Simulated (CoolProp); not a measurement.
Saturation properties of R236EA.

The numbers come from the reference Helmholtz-energy equation of state, Rui 2013 in CoolProp.

```
T (K)  p (MPa)  vapour Z  liquid viscosity (µPa s)  vapour viscosity (µPa s)  liquid conductivity (mW/(m K))
-----  -------  --------  ------------------------  ------------------------  ------------------------------
263    0.04955    0.9736                       655                      9.59                            93.3
274.7  0.08362    0.9616                       540                      10.0                            88.6
286.4   0.1340    0.9464                       452                      10.4                            84.0
298.2   0.2063    0.9275                       383                      10.8                            79.7
309.9   0.3046    0.9050                       327                      11.2                            75.5
321.6   0.4354    0.8783                       281                      11.7                            71.5
333.3   0.6051    0.8469                       241                      12.1                            67.7
345     0.8207    0.8104                       207                      12.6                            63.9
356.8    1.092    0.7676                       177                      13.2                            60.2
368.5    1.424    0.7181                       151                      13.9                            56.5
380.2    1.827    0.6594                       126                      15.0                            52.9
391.9    2.312    0.5865                       102                      16.7                            49.5
403.6    2.895    0.4854                      77.1                      20.0                            46.9
```

It boils at 279.3 K under 1 atm.

Viscosity comes from a separate model (Huber 2003), an estimate that may be off by 10 % or more. Thermal conductivity comes from a separate model (Huber 2003), an estimate that may be off by 10 % or more.
